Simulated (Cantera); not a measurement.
# Chlorosilane synthesis and conversion: Si + Cl2 + H2

A closed system holds: 1 mol Si, a varied amount of Cl2, 0.32 mol H2, held at 725 K and 0.120 bar.

Equilibrium computed with Cantera from the NASA thermochemical tables; the gas is ideal and each condensed phase is pure. Candidate condensed phases: Si; 19 gas species. The tables' values for SiCl3 are old estimates; treat these amounts as uncertain. Rates play no part.

From 0.5 mol Cl2 to 1.9 mol Cl2 the condensed part is Si(s). From 2.1 mol Cl2 to 2.4 mol Cl2 nothing is condensed. The main Si-bearing gas is SiCl4 throughout.

```json
[
 {"n(Cl2) (mol)": "0.5", "x SiCl4": "0.388", "x H2": "0.532", "x HCl": "0.000823", "x SiHCl3": "0.0775", "x Cl2": "<1e-12", "n Si(s)": "0.739"},
 {"n(Cl2) (mol)": "0.77", "x SiCl4": "0.495", "x H2": "0.421", "x HCl": "0.000777", "x SiHCl3": "0.0826", "x Cl2": "<1e-12", "n Si(s)": "0.601"},
 {"n(Cl2) (mol)": "1", "x SiCl4": "0.559", "x H2": "0.356", "x HCl": "0.000737", "x SiHCl3": "0.0833", "x Cl2": "<1e-12", "n Si(s)": "0.483"},
 {"n(Cl2) (mol)": "1.3", "x SiCl4": "0.622", "x H2": "0.295", "x HCl": "0.000689", "x SiHCl3": "0.0821", "x Cl2": "<1e-12", "n Si(s)": "0.330"},
 {"n(Cl2) (mol)": "1.6", "x SiCl4": "0.668", "x H2": "0.251", "x HCl": "0.000646", "x SiHCl3": "0.0799", "x Cl2": "<1e-12", "n Si(s)": "0.178"},
 {"n(Cl2) (mol)": "1.9", "x SiCl4": "0.704", "x H2": "0.217", "x HCl": "0.000610", "x SiHCl3": "0.0774", "x Cl2": "<1e-12", "n Si(s)": "0.0257"},
 {"n(Cl2) (mol)": "2.1", "x SiCl4": "0.704", "x H2": "0.155", "x HCl": "0.141", "x SiHCl3": "0.000238", "x Cl2": "<1e-12", "n Si(s)": "0"},
 {"n(Cl2) (mol)": "2.4", "x SiCl4": "0.581", "x H2": "<1e-12", "x HCl": "0.372", "x SiHCl3": "<1e-12", "x Cl2": "0.0465", "n Si(s)": "0"}
]
```
x: gas mole fraction; n: condensed amount in mol.
